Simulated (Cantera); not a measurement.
Cantera run, input and output.

```python
import numpy as np
import cantera as ct

gas = ct.Solution("gri30.yaml")


def delay(T, t_max=10):
    gas.TPX = T, 1900000, {'C3H8': 1, 'O2': 3.33, 'N2': 13.3}
    reactor = ct.IdealGasConstPressureReactor(gas, clone=False)
    net = ct.ReactorNet([reactor])
    net.rtol, net.atol = 1e-8, 1e-16
    while net.time < t_max:
        t_old, T_old = net.time, reactor.T
        net.step()
        if reactor.T > T + 400:  # ignition: a rise of 400 K
            return t_old + (T + 400 - T_old) / (reactor.T - T_old) * (net.time - t_old)
    return np.nan


taus = []
for T in [1298, 1348, 1398, 1448, 1498, 1548]:
    taus.append(delay(T))
    print(f"T0 = {T:6g} K   tau = {taus[-1]:.4e} s")
```

Result:

```
T0 =   1298 K   tau = 2.2269e-04 s
T0 =   1348 K   tau = 1.0359e-04 s
T0 =   1398 K   tau = 5.1051e-05 s
T0 =   1448 K   tau = 2.6800e-05 s
T0 =   1498 K   tau = 1.5005e-05 s
T0 =   1548 K   tau = 8.9399e-06 s
```

Computed with Cantera and GRI-Mech 3.0 (53 species, 325 reactions). GRI-Mech 3.0 was tuned for natural gas; its chemistry of propane as a main component is partial and can be far from experiment. The pressure lies above the range GRI-Mech 3.0 was tuned for (to about 10 atm).
